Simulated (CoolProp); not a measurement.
A closed Brayton cycle with carbon dioxide: compressor inlet 309.15 K and 8.2 MPa, high pressure 23.3 MPa, turbine inlet 835 K, compressor efficiency 0.8, turbine efficiency 0.85, recuperator effectiveness 0.9 (on enthalpy, no pinch check). Each further row changes one setting.

Computed with CoolProp (reference Helmholtz-energy equation of state, Span 1996).

```
case                           thermal efficiency (%)  net work (kJ/kg)  compressor to turbine work  compressor exit (K)  turbine exit (K)
-----------------------------  ----------------------  ----------------  --------------------------  -------------------  ----------------
as stated                                        33.1              96.5                        0.26                360.4             716.2
turbine inlet 785 K                                 …                 …                        0.28                360.4             670.4
compressor inlet 319.15 K                           …                 …                        0.40                403.1             716.2
high pressure 19.8 MPa                           31.3              84.6                        0.24                351.9                 …
recuperator effectiveness 0.5                    21.1              96.5                        0.26                360.4             716.2
```

What belongs in the gaps?


- turbine inlet 785 K, thermal efficiency (%): 31.6
- turbine inlet 785 K, net work (kJ/kg): 87.6
- compressor inlet 319.15 K, thermal efficiency (%): 31.1
- compressor inlet 319.15 K, net work (kJ/kg): 77.7
- high pressure 19.8 MPa, turbine exit (K): 734.2
